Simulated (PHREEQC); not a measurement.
## Buffer (model solution)

Consider water at 25 °C with 0.0095 mol HF and 0.006 mol NH3 per kg of water. Closed to the air; pH follows from the charge balance.

The numbers come from PHREEQC with the ion-association model, wateq4f.dat.

| Item | Result |
|---|---|
| pH | 3.46 |
| ionic strength | 0.00637 mol/kgw |
| total alkalinity | -3.50 meq/kg |

```csv
species,molality,activity,log γ
F-,0.00630,0.00578,-0.037
NH4+,0.00600,0.00551,-0.037
HF,0.00301,0.00301,0.001
H+,0.000374,0.000347,-0.033
HF2-,7.28e-5,6.68e-5,-0.037
H2F2,2.36e-5,2.36e-5,0.001
NH3,9.05e-9,9.05e-9,0.000
```

This is a speciation only: nothing precipitates in the calculation.
